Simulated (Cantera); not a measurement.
Feed: 1 mol SiHCl3, 6.3 mol N2, 0.87 mol H2, equilibrated at 775 K and 52000 Pa.

These are equilibrium values from Cantera (NASA tables, ideal gas, pure condensed phases), not measurements of a reactor. N2 is the only nitrogen source here; it is nearly inert below about 1500 K, so the nitride shown seldom forms there in practice. Equilibrium is a limit: real reactors are often held back by kinetics, nucleation or transport.

| species | before | after |
|---|---|---|
| H2 | 0.0915 | 0.438 |
| HCl | 0.145 | 0.281 |
| SiCl4 | 0.0535 | 0.246 |
| N2 | 0.710 | 0.0348 |
| SiHCl3 | 2.19e-5 | 0.000249 |
| NH3 | 4.70e-5 | 0.000109 |
| Si3N4(s), mol | 0.184 | 0.139 |
Gas species are given as mole fractions.

Task: Name the change that produced these shifts.
(A) N2 from 6.3 to 0.36 mol
(B) H2 from 0.87 to 2.9 mol
(C) H2 from 0.87 to 19 mol
(D) temperature from 775 K to 1448.15 K

Result: A, N2 from 6.3 to 0.36 mol
